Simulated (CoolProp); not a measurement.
Model: reference Helmholtz-energy equation of state, Lemmon 2006, in CoolProp. It is a short technical equation, of lower accuracy than the large ones.

Q: For hydrogen sulfide, give the phase and the isothermal compressibility (1/MPa), viscosity (µPa s) at 65.65 °C and 0.562 MPa; 65.65 °C and 1.97 MPa; 65.65 °C and 3.09 MPa.

A: 
- 65.65 °C and 0.562 MPa: gas; isothermal compressibility 1.83, viscosity 13.7
- 65.65 °C and 1.97 MPa: gas; isothermal compressibility 0.576, viscosity 13.5
- 65.65 °C and 3.09 MPa: gas; isothermal compressibility 0.413, viscosity 13.6

Viscosity comes from a separate model (Quiñones-Cisneros 2012).
